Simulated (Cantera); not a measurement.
Input: 1 mol SiCl4, 0.02 mol HCl, 950 mol H2, equilibrated at 100000 Pa.

Equilibrium computed with Cantera from the NASA thermochemical tables; the gas is ideal and each condensed phase is pure. Candidate condensed phases: Si; 19 gas species. The tables' values for SiCl are old estimates; treat these amounts as uncertain. Gases not in the tables: Si2H6 and higher silanes. Equilibrium is a limit: real reactors are often held back by kinetics, nucleation or transport.

Problem. At 1925 °C, list the 6 most abundant gas species with their mole fractions, and the condensed phases.

Solution. H2 0.989, H 0.00554, HCl 0.00411, Si 0.000362, SiH2 0.000292, SiH 0.000160. Condensed: Si(l).
